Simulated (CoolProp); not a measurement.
The fluid at 298.15 K and 0.387 MPa flows at 0.062 m/s in a round tube of 12.7 mm bore and 0.25 µm roughness, fully developed (64/Re and Nu = 3.66 if laminar; Colebrook and Gnielinski if turbulent). The same conditions are run with several fluids, on thermodynamics alone (safety and materials aside).

Values from CoolProp's reference Helmholtz-energy equation of state of each fluid (normal hydrogen: Leachman 2009; propylene: Lemmon 2013; CF4 (R14): Platzer 1990; ammonia: Gao 2020; R143a: Lemmon and Jacobsen 2000). The equations of Platzer and Polt are older, rougher fits.

**Question.** Rank normal hydrogen, propylene, CF4 (R14), ammonia, R143a by Reynolds number, highest first.

**Answer.** R143a (991), propylene (640), CF4 (R14) (631), ammonia (218), normal hydrogen (27.8)

```json
[
 {"fluid": "normal hydrogen", "Darcy friction factor": "2.30", "pressure drop (Pa/m)": "0.110", "heat-transfer coefficient (W/(m² K))": "53.7", "mass flow (kg/h)": "0.00888"},
 {"fluid": "propylene", "Darcy friction factor": "0.0999", "pressure drop (Pa/m)": "0.105", "heat-transfer coefficient (W/(m² K))": "4.98", "mass flow (kg/h)": "0.197"},
 {"fluid": "CF4 (R14)", "Darcy friction factor": "0.101", "pressure drop (Pa/m)": "0.214", "heat-transfer coefficient (W/(m² K))": "4.64", "mass flow (kg/h)": "0.394"},
 {"fluid": "ammonia", "Darcy friction factor": "0.293", "pressure drop (Pa/m)": "0.123", "heat-transfer coefficient (W/(m² K))": "7.29", "mass flow (kg/h)": "0.0784"},
 {"fluid": "R143a", "Darcy friction factor": "0.0646", "pressure drop (Pa/m)": "0.137", "heat-transfer coefficient (W/(m² K))": "4.34", "mass flow (kg/h)": "0.398"}
]
```

Transport values come from each fluid's own correlations; those of propylene, CF4 (R14), R143a are estimates that may be off by 10 % or more.
